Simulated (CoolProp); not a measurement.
The fluid at 339.07 K and 0.506 MPa expands adiabatically to 0.039 MPa with isentropic efficiency 1. The same conditions are run with several fluids, on thermodynamics alone (safety and materials aside).

Values from CoolProp's reference Helmholtz-energy equation of state of each fluid (R114: Platzer 1990; nitrous oxide: Lemmon 2006; carbon monoxide: Lemmon 2006; sulfur dioxide: Gao 2016; R507A: Lemmon 2003). The equations of Platzer and Polt are older, rougher fits. Blends and air are pseudo-pure fits.

**Question.** Rank R114, nitrous oxide, carbon monoxide, sulfur dioxide, R507A by work (kJ/kg), highest first.

**Answer.** carbon monoxide (183), nitrous oxide (124), sulfur dioxide (86.7), R507A (62.7), R114 (36.5)

```json
[
 {"fluid": "R114", "final temperature (K)": "279.5", "final phase": "gas", "final density (kg/m³)": "2.91"},
 {"fluid": "nitrous oxide", "final temperature (K)": "188.1", "final phase": "gas", "final density (kg/m³)": "1.11"},
 {"fluid": "carbon monoxide", "final temperature (K)": "162.8", "final phase": "gas", "final density (kg/m³)": "0.808"},
 {"fluid": "sulfur dioxide", "final temperature (K)": "243.6", "final phase": "two-phase, vapour fraction 0.915", "final density (kg/m³)": "1.37"},
 {"fluid": "R507A", "final temperature (K)": "260.9", "final phase": "gas", "final density (kg/m³)": "1.80"}
]
```
